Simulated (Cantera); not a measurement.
Standard-state values (1 bar) from the NASA 1993 polynomials, evaluated with Cantera. Values are per mole of reaction as written; species without (g) are pure solids or liquids, kept so even where they would boil at 1 bar.

2 Ti3O5 → 3 Ti2O3 + O(g), with ΔH° = 605.1 kJ and ΔS° = 135.0 J/K at 300 K.

### Question
How far is the shortcut ΔG° ≈ ΔH°(300 K) − T·ΔS°(300 K) from the full temperature-dependent value at 1823, 1898, 1973, 2048, 2123, 2198, 2273, 2348 K?

### Answer
```json
[
 {"T (K)": "1823", "shortcut (kJ)": "359.1", "full (kJ)": "375.1", "difference (kJ)": "-16.1", "difference in log10 K": "0.46", "condensed phases": "Ti3O5(s), Ti2O3(s)"},
 {"T (K)": "1898", "shortcut (kJ)": "348.9", "full (kJ)": "365.1", "difference (kJ)": "-16.2", "difference in log10 K": "0.44", "condensed phases": "Ti3O5(s), Ti2O3(s)"},
 {"T (K)": "1973", "shortcut (kJ)": "338.8", "full (kJ)": "355.2", "difference (kJ)": "-16.4", "difference in log10 K": "0.43", "condensed phases": "Ti3O5(s), Ti2O3(s)"},
 {"T (K)": "2048", "shortcut (kJ)": "328.7", "full (kJ)": "345.4", "difference (kJ)": "-16.7", "difference in log10 K": "0.43", "condensed phases": "Ti3O5(s), Ti2O3(s)"},
 {"T (K)": "2123", "shortcut (kJ)": "318.6", "full (kJ)": "346.7", "difference (kJ)": "-28.1", "difference in log10 K": "0.69", "condensed phases": "Ti3O5(l), Ti2O3(l)"},
 {"T (K)": "2198", "shortcut (kJ)": "308.4", "full (kJ)": "338.6", "difference (kJ)": "-30.1", "difference in log10 K": "0.72", "condensed phases": "Ti3O5(l), Ti2O3(l)"},
 {"T (K)": "2273", "shortcut (kJ)": "298.3", "full (kJ)": "330.5", "difference (kJ)": "-32.2", "difference in log10 K": "0.74", "condensed phases": "Ti3O5(l), Ti2O3(l)"},
 {"T (K)": "2348", "shortcut (kJ)": "288.2", "full (kJ)": "322.6", "difference (kJ)": "-34.4", "difference in log10 K": "0.77", "condensed phases": "Ti3O5(l), Ti2O3(l)"}
]
```
The shortcut ignores heat capacities and the phase changes listed.
